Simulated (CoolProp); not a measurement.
The numbers come from the reference Helmholtz-energy equation of state, Thol 2019 in CoolProp.

Question: For n-pentane, give the phase and the expansivity (1/kK), Prandtl number at -26.55 °C and 180 bar; 21.25 °C and 180 bar; 45.15 °C and 180 bar.

Answer: 
- -26.55 °C and 180 bar: liquid; expansivity 1.20, Prandtl number 5.68
- 21.25 °C and 180 bar: liquid; expansivity 1.30, Prandtl number 4.28
- 45.15 °C and 180 bar: liquid; expansivity 1.37, Prandtl number 3.80

Viscosity comes from a separate model (Quiñones-Cisneros 2006), older than the equation that it now runs on, and unchecked against measurements. Thermal conductivity comes from a separate model (Vassiliou 2015).
